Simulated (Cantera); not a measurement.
Charge: 1 mol Si2H6, 4.5 mol N2O, 1.2 mol CO2, at 0.100 bar.

Cantera equilibrium calculation (NASA polynomials, part measured and part estimated; ideal gas, pure solids and liquids). Candidate condensed phases: C, C6H6, C7H8, C8H18, H2O, Si, SiC, SiO2, Si2N2O, Si3N4; 151 gas species. The feed counts by its element totals alone. The tables hold silica as quartz up to 1696 K and as liquid above; real silica turns to tridymite and cristobalite and melts near 1996 K. Gases not in the tables: Si(OH)4. Kinetics and transport are ignored.

Q: Which condensed phases are stable at each of these points (T (°C)): 775, 875, 975, 1075, 1175, 1275, 1375, 1475, 1575, 1675, 1775, 1875?

A: 
```json
[
 {"T (°C)": "775", "condensed phases": "SiO2(β-quartz)", "Si condensed (%)": "100.0"},
 {"T (°C)": "875", "condensed phases": "SiO2(β-quartz)", "Si condensed (%)": "100.0"},
 {"T (°C)": "975", "condensed phases": "SiO2(β-quartz)", "Si condensed (%)": "100.0"},
 {"T (°C)": "1075", "condensed phases": "SiO2(β-quartz)", "Si condensed (%)": "100.0"},
 {"T (°C)": "1175", "condensed phases": "SiO2(β-quartz)", "Si condensed (%)": "100.0"},
 {"T (°C)": "1275", "condensed phases": "SiO2(β-quartz)", "Si condensed (%)": "100.0"},
 {"T (°C)": "1375", "condensed phases": "SiO2(β-quartz)", "Si condensed (%)": "100.0"},
 {"T (°C)": "1475", "condensed phases": "SiO2(condensed)", "Si condensed (%)": "100.0"},
 {"T (°C)": "1575", "condensed phases": "SiO2(condensed)", "Si condensed (%)": "100.0"},
 {"T (°C)": "1675", "condensed phases": "SiO2(condensed)", "Si condensed (%)": "99.9"},
 {"T (°C)": "1775", "condensed phases": "SiO2(l)", "Si condensed (%)": "99.4"},
 {"T (°C)": "1875", "condensed phases": "SiO2(l)", "Si condensed (%)": "97.5"}
]
```

From 775 °C to 1375 °C the condensed part is SiO2(β-quartz). From 1475 °C to 1675 °C the condensed part is SiO2(condensed). From 1775 °C to 1875 °C the condensed part is SiO2(l).
